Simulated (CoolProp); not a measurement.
Vapour-liquid equilibrium of R113 (1) + ethanol (2) at 0.642 MPa; x and y are mole fractions of (1).

Values from CoolProp's multi-fluid Helmholtz-energy mixture model, Marx 1992 and Schroeder 2014; pair parameters Bell 2016.

| x | bubble temperature (K) | y at the bubble point | dew temperature at overall composition x (K) | liquid density (mol/L) |
|---|---|---|---|---|
| 0.05 | 398.1 | 0.244 | 405.4 | 14.09 |
| 0.15 | 387.6 | 0.476 | 401.8 | 12.99 |
| 0.25 | 383.5 | 0.557 | 397.8 | 11.90 |
| 0.35 | 382.0 | 0.590 | 393.5 | 10.92 |
| 0.45 | 381.4 | 0.607 | 388.9 | 10.06 |
| 0.55 | 381.0 | 0.624 | 383.9 | 9.319 |
| 0.65 | 380.9 | 0.648 | 380.9 | 8.693 |
| 0.75 | 381.2 | 0.689 | 382.4 | 8.156 |
| 0.85 | 382.7 | 0.760 | 385.3 | 7.686 |
| 0.95 | 386.6 | 0.891 | 388.6 | 7.249 |

y crosses x between x = 0.55 and 0.65: the model has an azeotrope there.

Pair parameters are fitted to limited data, so mixtures are less certain than the pure fluids. With so large a gap from Raoult's law the liquid may split in two, which this calculation doesn't test in full.
